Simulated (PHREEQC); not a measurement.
Model water analysis in mg/L, 10 °C, pH 6.26, pe 12.3:

```
constituent           mg/L
------------------  ------
Na                    2.65
K                     16.1
Ca                    23.3
Mg                    2.27
Cl                    9.99
S(6) as SO4           36.8
Alkalinity as HCO3    49.7
F                     1.07
N(5) as NO3         0.0481
Cd                   0.343
```

Na is adjusted to close the charge balance.
Valence states are taken as typed.

Model: ion-association model, phreeqc.dat, run in PHREEQC.

### Question
The ionic strength comes out as 0.00288 mol/kgw. What activity coefficients do CaHCO3+, SO4-2, Na+, Ca+2, K+ get?

### Answer
CaHCO3+ 0.95, SO4-2 0.80, Na+ 0.94, Ca+2 0.80, K+ 0.94.

This is a speciation only: nothing precipitates in the calculation. Complexes and solids missing from the database can't appear. At this temperature some constants are extrapolated from 25 °C, and those without enthalpy data are left unchanged.
